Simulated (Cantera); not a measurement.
A closed system holds: 1 mol CH3SiCl3, 0.69 mol C2H2, 970 mol H2, equilibrated at 43.5 Torr.

Cantera equilibrium calculation (NASA polynomials, part measured and part estimated; ideal gas, pure solids and liquids). Candidate condensed phases: C, C6H6, C7H8, C8H18, Si, SiC; 109 gas species. The feed counts by its element totals alone. Equilibrium is a limit: real reactors are often held back by kinetics, nucleation or transport.

Problem. At 1325 K, list the 3 most abundant gas species with their mole fractions, and the condensed phases.

Solution. H2 0.997, HCl 0.00308, CH4 0.000387. Condensed: C(graphite) + SiC(s).
